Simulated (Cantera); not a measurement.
What does this Cantera script print?

```python
import numpy as np
import cantera as ct

gas_names = """
    Electron C C+ C- CH CH+ CH2 CH3 CH2OH CH3O CH4 CH3OH CO CO+ CO2 CO2+ COOH C2 C2+ C2- C2H CHCO,ketyl
    C2H2,acetylene C2H2,vinylidene CH2CO,ketene C2H3,vinyl CH3CO,acetyl C2H4 C2H4O,ethylen
    CH3CHO,ethanal CH3COOH (HCOOH)2 C2H5 C2H6 CH3OCH3 C2H5OH C2O C3 C3H3,propargyl C3H4,allene
    C3H4,propyne C3H4,cyclo- C3H5,allyl C3H6,propylene C3H6,cyclo- C3H6O C3H7,n-propyl C3H7,i-propyl
    C3H8 C3H8O,1propanol C3H8O,2propanol C3O2 C4 C4H2 C4H4,1,3-cyclo- C4H6,butadiene C4H6,2-butyne
    C4H6,cyclo- C4H8,1-butene C4H8,cis2-buten C4H8,tr2-butene C4H8,isobutene C4H8,cyclo- (CH3COOH)2
    C4H9,n-butyl C4H9,i-butyl C4H9,s-butyl C4H9,t-butyl C4H10,isobutane C4H10,n-butane C5 C5H6,1,3cyclo-
    C5H8,cyclo- C5H10,1-pentene C5H10,cyclo- C5H11,pentyl C5H11,t-pentyl C5H12,n-pentane C5H12,i-pentane
    CH3C(CH3)2CH3 C6H2 C6H5,phenyl C6H5O,phenoxy C6H6 C6H5OH,phenol C6H10,cyclo- C6H12,1-hexene
    C6H12,cyclo- C6H13,n-hexyl C7H7,benzyl C7H8 C7H8O,cresol C7H14,1-heptene C7H15,n-heptyl
    C7H16,n-heptane C8H8,styrene C8H10,ethylbenz C8H16,1-octene C8H17,n-octyl C8H18,isooctane
    C8H18,n-octane C9H19,n-nonyl C10H8,naphthale C10H21,n-decyl C12H9,o-bipheny C12H10,bipheny H H+ H-
    HCO HCO+ HO2 H2 H2+ H2- HCHO,formaldehy HCOOH H2O H2O+ H2O2 H3O+ O O+ O- OH OH+ OH- O2 O2+ O2- O3
""".split()
cond_names = """
    C(gr) C6H6(L) C7H8(L) C8H18(L),n-octa H2O(s) H2O(L)
""".split()


def load(file, names, dense=False):
    # The tables refer to 1 bar. Condensed volumes are neglected.
    table = {s.name: s for s in ct.Species.list_from_file(file)}
    out = []
    for n in names:
        d = dict(table[n].input_data)
        d["thermo"] = dict(d["thermo"], **{"reference-pressure": 1e5})
        if dense:
            d["equation-of-state"] = {"model": "constant-volume", "density": "1e6 g/cm^3"}
        out.append(ct.Species.from_dict(d))
    return out


gas = ct.Solution(thermo="ideal-gas", species=load("nasa_gas.yaml", gas_names))
cond = {s.name: ct.Solution(thermo="fixed-stoichiometry", species=[s], name=s.name)
        for s in load("nasa_condensed.yaml", cond_names, dense=True)}
atoms = {
    'n-butane': {'C': 4, 'H': 10},
    'O2': {'O': 2},
    'H2': {'H': 2},
}
top_T = {'C(gr)': 4500}  # K; cautious upper limits of use, not melting points


def equilibrate(T, P, feed):
    n = {}
    for name, mol in feed.items():
        for a, k in atoms[name].items():
            n[a] = n.get(a, 0.0) + k * mol
    gas.TPX = T, P, n
    mass = sum(n.values()) * gas.mean_molecular_weight
    gas.equilibrate("TP")
    valid = [c for c in cond.values() if c.min_temp <= T <= top_T.get(c.name, c.max_temp)]
    mix = ct.Mixture([(gas, mass / gas.mean_molecular_weight)] + [(c, 0.0) for c in valid])
    mix.T, mix.P = T, P
    mix.equilibrate("TP", solver="vcs", rtol=1e-11, max_steps=5000)
    return mix


results = []
feed = {'n-butane': 1, 'O2': 0.1, 'H2': 0.48}  # mol
P = 41  # Pa
for T in [3000, 3250, 3500, 3750, 4000, 4250, 4500, 4750, 5000]:
    mix = equilibrate(T, P, feed)
    results.append((T, P, feed, dict(zip(mix.species_names, mix.species_moles))))
    x = sorted(zip(gas.X, gas.species_names), reverse=True)
    print(f"T = {T:g} K  P = {P:g} Pa  gas = {mix.phase_moles(0):.4g} mol")
    print("   x: " + "  ".join(f"{s} {v:.3e}" for v, s in x if v > 1e-05))
    print("   condensed (mol): " + ("  ".join(f"{mix.phase(i).name} {mix.phase_moles(i):.4g}"
          for i in range(1, mix.n_phases) if mix.phase_moles(i) > 1e-12) or "none"))
```

Result:

```
T = 3000 K  P = 41 Pa  gas = 12.8 mol
   x: H 8.315e-01  C3 6.833e-02  C 5.536e-02  CO 1.563e-02  C2 1.550e-02  H2 1.137e-02  C2H 1.783e-03  C5 2.508e-04  C2H2,acetylene 1.418e-04  C4 1.034e-04  CH 5.367e-05
   condensed (mol): none
T = 3250 K  P = 41 Pa  gas = 13.94 mol
   x: H 7.809e-01  C 1.575e-01  C3 2.531e-02  C2 1.902e-02  CO 1.435e-02  H2 2.426e-03  C2H 4.563e-04  CH 4.825e-05  C4 2.357e-05  C5 1.880e-05
   condensed (mol): none
T = 3500 K  P = 41 Pa  gas = 14.76 mol
   x: H 7.414e-01  C 2.336e-01  CO 1.355e-02  C2 8.304e-03  C3 2.390e-03  H2 6.463e-04  C2H 5.211e-05  CH 2.671e-05
   condensed (mol): none
T = 3750 K  P = 41 Pa  gas = 14.92 mol
   x: H 7.342e-01  C 2.496e-01  CO 1.340e-02  C2 2.331e-03  H2 2.200e-04  C3 1.349e-04  Electron 1.299e-05  C+ 1.295e-05  CH 1.258e-05
   condensed (mol): none
T = 4000 K  P = 41 Pa  gas = 14.95 mol
   x: H 7.330e-01  C 2.527e-01  CO 1.336e-02  C2 6.996e-04  H2 8.670e-05  Electron 4.204e-05  C+ 4.191e-05  O 1.765e-05
   condensed (mol): none
T = 4250 K  P = 41 Pa  gas = 14.96 mol
   x: H 7.326e-01  C 2.535e-01  CO 1.325e-02  C2 2.380e-04  O 1.226e-04  Electron 1.186e-04  C+ 1.181e-04  H2 3.816e-05
   condensed (mol): none
T = 4500 K  P = 41 Pa  gas = 14.97 mol
   x: H 7.320e-01  C 2.540e-01  CO 1.269e-02  O 6.653e-04  Electron 2.992e-04  C+ 2.975e-04  C2 9.102e-05  H2 1.837e-05
   condensed (mol): none
T = 4750 K  P = 41 Pa  gas = 15.01 mol
   x: H 7.302e-01  C 2.551e-01  CO 1.068e-02  O 2.641e-03  Electron 6.881e-04  C+ 6.830e-04  C2 3.870e-05
   condensed (mol): none
T = 5000 K  P = 41 Pa  gas = 15.08 mol
   x: H 7.267e-01  C 2.571e-01  CO 6.642e-03  O 6.618e-03  Electron 1.464e-03  C+ 1.450e-03  C2 1.807e-05  H+ 1.396e-05
   condensed (mol): none
```

Cantera equilibrium calculation (NASA polynomials, part measured and part estimated; ideal gas, pure solids and liquids).
